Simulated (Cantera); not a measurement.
## Low-pressure radical oxidation in H2/O2

A perfectly stirred reactor is fed with H2 : O2 = 0.28 : 1 (molar parts), equivalence ratio 0.14, at 10.00 Torr; it is held at 1350 K, and followed from long to short residence time.

Cantera simulation using the H2/O2 subset of GRI-Mech 3.0, which has no nitrogen chemistry; the numbers are that mechanism's predictions, not measurements. Radical loss at walls, strong at low pressure, is not modelled. The temperature is held fixed by assumption; the heat of reaction is taken as removed at once.

```json
[
 {"τ (s)": "1.9", "x H2": "0.000547", "x O2": "0.750", "x HO2": "2.74e-6", "x H2O2": "1.34e-7", "x H": "0.000424", "x OH": "0.00355"},
 {"τ (s)": "0.79", "x H2": "0.000966", "x O2": "0.747", "x HO2": "3.77e-6", "x H2O2": "1.73e-7", "x H": "0.00101", "x OH": "0.00473"},
 {"τ (s)": "0.33", "x H2": "0.00168", "x O2": "0.743", "x HO2": "4.87e-6", "x H2O2": "2.16e-7", "x H": "0.00237", "x OH": "0.00626"},
 {"τ (s)": "0.14", "x H2": "0.00285", "x O2": "0.735", "x HO2": "5.85e-6", "x H2O2": "2.57e-7", "x H": "0.00534", "x OH": "0.00814"},
 {"τ (s)": "0.057", "x H2": "0.00476", "x O2": "0.723", "x HO2": "6.60e-6", "x H2O2": "2.91e-7", "x H": "0.0119", "x OH": "0.0105"},
 {"τ (s)": "0.024", "x H2": "0.00733", "x O2": "0.705", "x HO2": "6.88e-6", "x H2O2": "3.03e-7", "x H": "0.0233", "x OH": "0.0128"},
 {"τ (s)": "0.0098", "x H2": "0.0105", "x O2": "0.684", "x HO2": "6.78e-6", "x H2O2": "2.97e-7", "x H": "0.0394", "x OH": "0.0149"},
 {"τ (s)": "0.0041", "x H2": "0.0139", "x O2": "0.668", "x HO2": "6.52e-6", "x H2O2": "2.89e-7", "x H": "0.0538", "x OH": "0.0163"},
 {"τ (s)": "0.0017", "x H2": "0.0192", "x O2": "0.662", "x HO2": "6.30e-6", "x H2O2": "2.96e-7", "x H": "0.0629", "x OH": "0.0176"},
 {"τ (s)": "0.00071", "x H2": "0.0295", "x O2": "0.666", "x HO2": "6.09e-6", "x H2O2": "3.21e-7", "x H": "0.0666", "x OH": "0.0190"}
]
```
x: mole fraction; the columns are a selection and need not sum to one.
